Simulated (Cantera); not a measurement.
# Gas-phase reforming

An isothermal, constant-pressure homogeneous reactor starts with CH₄ : CO₂ : H₂ = 1 : 2.9 : 0.15 (molar parts), at 1625 K and 330000 Pa.

Computed with Cantera and GRI-Mech 3.0 (53 species, 325 reactions).

| t (s) | x CH₄ | x CO₂ | x H₂ | x OH | x HO₂ | x H | x C₂H₄ |
|---|---|---|---|---|---|---|---|
| 0.000200 | 0.245 | 0.715 | 0.0377 | 6.32e-8 | <1e-12 | 2.44e-6 | 0.000192 |
| 0.000511 | 0.242 | 0.714 | 0.0393 | 8.67e-8 | <1e-12 | 3.27e-6 | 0.000980 |
| 0.00130 | 0.233 | 0.707 | 0.0449 | 1.17e-7 | <1e-12 | 4.10e-6 | 0.00334 |
| 0.00333 | 0.213 | 0.688 | 0.0599 | 1.70e-7 | <1e-12 | 5.18e-6 | 0.00536 |
| 0.00850 | 0.173 | 0.637 | 0.0816 | 2.91e-7 | <1e-12 | 6.75e-6 | 0.00430 |
| 0.0217 | 0.114 | 0.533 | 0.0873 | 5.69e-7 | <1e-12 | 7.91e-6 | 0.00306 |
| 0.0554 | 0.0500 | 0.389 | 0.0711 | 1.10e-6 | <1e-12 | 8.61e-6 | 0.00203 |
| 0.141 | 0.0208 | 0.295 | 0.0826 | 1.33e-6 | <1e-12 | 1.15e-5 | 0.00167 |
| 0.361 | 0.0158 | 0.236 | 0.113 | 1.05e-6 | <1e-12 | 1.35e-5 | 0.00133 |
| 0.922 | 0.0112 | 0.186 | 0.148 | 8.08e-7 | <1e-12 | 1.51e-5 | 0.000678 |
| 2.35 | 0.00529 | 0.157 | 0.174 | 6.80e-7 | <1e-12 | 1.62e-5 | 0.000144 |
| 6.01 | 0.000964 | 0.147 | 0.185 | 6.41e-7 | <1e-12 | 1.66e-5 | 4.41e-6 |
| 15.3 | 1.79e-5 | 0.145 | 0.187 | 6.42e-7 | <1e-12 | 1.69e-5 | 1.52e-9 |
| 39.2 | 2.13e-7 | 0.145 | 0.187 | 6.43e-7 | <1e-12 | 1.69e-5 | <1e-12 |
| 100 | 2.12e-7 | 0.145 | 0.187 | 6.43e-7 | <1e-12 | 1.69e-5 | <1e-12 |
x: mole fraction; the columns are a selection and need not sum to one.

Equilibrium at this temperature and pressure: CH₄ 2.26e-7, CO₂ 0.145, H₂ 0.187, OH 6.43e-7, HO₂ <1e-12, H 1.69e-5, C₂H₄ <1e-12 (gas phase only).
